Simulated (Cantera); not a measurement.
A Cantera script and its output.

```python
import numpy as np
import cantera as ct

surf = ct.Interface("ptcombust.yaml", "Pt_surf")
gas = surf.adjacent["gas"]
gas.TPX = 300, 2100, {'CH4': 0.036, 'O2': 0.19, 'N2': 0.79}
jet = ct.ImpingingJet(gas=gas, width=0.039, surface=surf)
jet.inlet.mdot, jet.inlet.T, jet.inlet.X = 0.048, 300, {'CH4': 0.036, 'O2': 0.19, 'N2': 0.79}
jet.set_refine_criteria(ratio=10, slope=0.2, curve=0.3)
show, cover = ['CH4', 'O2', 'H2O', 'OH', 'CO', 'CO2'], ["PT(S)", "H(S)", "O(S)", "OH(S)", "CO(S)", "C(S)"]

rows = []
print(f"{'Ts/K':>7s}" + "".join(f"{s:>11s}" for s in show + cover) + "   (gas at the wall, coverages)")
for i, Ts in enumerate([950, 1000, 1050, 1100, 1150, 1200, 1250, 1300]):
    jet.surface.T = Ts
    if i == 0:
        surf.TP = Ts, 2100
        surf.coverages = "PT(S):0.5, O(S):0.5"
        surf.advance_coverages(1.0)
        jet.set_initial_guess(products="inlet")
    jet.solve(loglevel=0, auto=(i == 0))
    rows.append([*(jet.X[gas.species_index(s), -1] for s in show), *surf[cover].coverages])
    print(f"{Ts:7g}" + "".join(f"{x:11.3e}" for x in rows[-1]))
```

It prints:

```
   Ts/K        CH4         O2        H2O         OH         CO        CO2      PT(S)       H(S)       O(S)      OH(S)      CO(S)       C(S)   (gas at the wall, coverages)
    950  2.643e-02  1.677e-01  1.685e-02  1.289e-07  1.583e-05  1.100e-02  3.259e-01  9.369e-08  6.736e-01  4.845e-04  4.868e-06  2.333e-08
   1000  2.315e-02  1.607e-01  2.293e-02  3.718e-07  1.897e-05  1.500e-02  4.006e-01  2.046e-07  5.989e-01  4.912e-04  3.865e-06  2.418e-08
   1050  2.015e-02  1.543e-01  2.844e-02  9.427e-07  2.232e-05  1.863e-02  4.738e-01  3.957e-07  5.257e-01  4.714e-04  3.016e-06  2.403e-08
   1100  1.760e-02  1.490e-01  3.311e-02  2.134e-06  2.614e-05  2.169e-02  5.441e-01  6.999e-07  4.555e-01  4.355e-04  2.364e-06  2.346e-08
   1150  1.562e-02  1.448e-01  3.664e-02  4.385e-06  3.095e-05  2.415e-02  6.098e-01  1.149e-06  3.898e-01  3.902e-04  1.892e-06  2.294e-08
   1200  1.397e-02  1.413e-01  3.958e-02  8.354e-06  3.685e-05  2.610e-02  6.701e-01  1.792e-06  3.296e-01  3.438e-04  1.539e-06  2.243e-08
   1250  1.267e-02  1.387e-01  4.183e-02  1.487e-05  4.450e-05  2.758e-02  7.244e-01  2.677e-06  2.753e-01  2.983e-04  1.286e-06  2.220e-08
   1300  1.165e-02  1.367e-01  4.352e-02  2.494e-05  5.457e-05  2.867e-02  7.724e-01  3.859e-06  2.274e-01  2.559e-04  1.103e-06  2.227e-08
```

Model: Deutschmann's 1995 Pt surface mechanism with GRI-Mech 3.0 gas chemistry, integrated in Cantera. Catalytic surfaces can have several steady states; this one follows from the mechanism file's or the stated starting coverage.
